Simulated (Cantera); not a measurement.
What does this Cantera script print?

```python
import numpy as np
import cantera as ct

gas_names = [...]  # 151 gases of nasa_gas.yaml made of C, H, N, O, Si
cond_names = """
    C(gr) C6H6(L) C7H8(L) C8H18(L),n-octa H2O(s) H2O(L) Si(cr) Si(L) SiC(b) SiO2(Lqz) SiO2(hqz) SiO2(L)
    Si2N2O(s) Si3N4(a)
""".split()


# ... load() reads the species with a 1 bar reference pressure and builds the phases ...
atoms = {
    'HMDSO': {'Si': 2, 'C': 6, 'H': 18, 'O': 1},
    'N2O': {'N': 2, 'O': 1},
}
top_T = {'C(gr)': 4500, 'SiC(b)': 3050, 'Si2N2O(s)': 2100, 'Si3N4(a)': 2400}  # K; cautious upper limits of use, not melting points


# ... equilibrate(T, P, feed) seeds the gas with the atoms and calls Mixture.equilibrate('TP', solver="vcs", rtol=1e-11, max_steps=5000) ...
results = []
feed = {'HMDSO': 1, 'N2O': 0.23}  # mol
P = 10  # Pa
for T in [525, 575, 625, 675, 725, 775, 825, 875, 925, 975, 1025, 1075, 1125]:
    mix = equilibrate(T, P, feed)
    results.append((T, P, feed, dict(zip(mix.species_names, mix.species_moles))))

top = {s: max(r[3][s] / sum(r[3][g] for g in gas_names) for r in results) for s in gas_names}
cols = sorted((s for s in top if top[s] > 0.0001), key=lambda s: -top[s])[:8]
seen = [c for c in cond_names if any(r[3].get(c, 0) > 1e-12 for r in results)]
print("log10 of partial pressures in bar; condensed amounts in mol")
print(f"{'T/K':>10s}" + "".join(f"{s[:9]:>10s}" for s in cols + seen))
for T, P, feed, n in results:
    ng = sum(n[g] for g in gas_names)
    print(f"{T:10.4g}" + "".join(f"{np.log10(max(n[s] / ng * P / 1e5, 1e-99)):10.3f}" for s in cols)
          + "".join(f"{n.get(c, 0):10.4g}" for c in seen))
```

It prints:

```
log10 of partial pressures in bar; condensed amounts in mol
       T/K        H2       CH4        CO     C(gr)    SiC(b) SiO2(Lqz) SiO2(hqz) Si2N2O(s)
       525    -4.038    -5.080   -21.420     4.269      1.04       0.5         0      0.23
       575    -4.008    -5.729   -18.750     4.795      1.04       0.5         0      0.23
       625    -4.002    -6.320   -16.510     4.917      1.04       0.5         0      0.23
       675    -4.001    -6.837   -14.604     4.947      1.04       0.5         0      0.23
       725    -4.000    -7.290   -12.963     4.955      1.04       0.5         0      0.23
       775    -4.000    -7.689   -11.535     4.958      1.04       0.5         0      0.23
       825    -4.000    -8.044   -10.284     4.959      1.04       0.5         0      0.23
       875    -4.000    -8.360    -9.178      4.96      1.04         0       0.5      0.23
       925    -4.000    -8.644    -8.193     4.959      1.04         0    0.4997      0.23
       975    -4.000    -8.901    -7.311     4.953     1.042         0    0.4978      0.23
      1025    -4.001    -9.136    -6.516     4.919     1.054         0    0.4863      0.23
      1075    -4.007    -9.360    -5.797     4.741     1.113         0     0.427    0.2299
      1125    -4.033    -9.605    -5.142      3.91     1.391         0    0.1503    0.2295
```

Cantera equilibrium calculation (NASA polynomials, part measured and part estimated; ideal gas, pure solids and liquids). The feed counts by its element totals alone. Mutual solubility and eutectic melting of coexisting phases are not modelled.
